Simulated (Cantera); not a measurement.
An isothermal, constant-pressure homogeneous reactor starts with CH₄ : H₂O : H₂ = 1 : 1.9 : 0.44 (molar parts), at 1348 K and 2100 Torr. Integrator tolerance rtol = 1e-08.

Model: GRI-Mech 3.0 (53 species, 325 reactions), integrated in Cantera.

**Question.** What does this change do: H2O 1.9 to 0.42 parts?

**Answer.** 
```tsv
quantity	before	after
x(CH₄) at 8.00 s	0.211 (gas-phase equilibrium 8.54e-5)	0.405 (gas-phase equilibrium 0.208)
x(H₂O) at 8.00 s	0.530 (gas-phase equilibrium 0.149)	0.209 (gas-phase equilibrium 4.94e-5)
x(H₂) at 8.00 s	0.221 (gas-phase equilibrium 0.663)	0.338 (gas-phase equilibrium 0.634)
x(CH₂CO) at 8.00 s	5.87e-6 (gas-phase equilibrium 1.05e-10)	2.05e-6 (gas-phase equilibrium 2.46e-7)
x(HO₂) at 8.00 s	<1e-12 (gas-phase equilibrium <1e-12)	<1e-12 (gas-phase equilibrium <1e-12)
x(HCO) at 8.00 s	2.10e-11 (gas-phase equilibrium 1.68e-9)	1.28e-11 (gas-phase equilibrium 1.52e-9)
x(CH₂O) at 8.00 s	4.01e-7 (gas-phase equilibrium 1.44e-7)	1.18e-7 (gas-phase equilibrium 1.27e-7)
```
GRI-Mech 3.0 stops at C3 and has no aromatics, soot or wall deposition, so with more carbon than oxygen in the feed, carbon stays in small species such as C2H2 where larger ones or solid carbon would form.
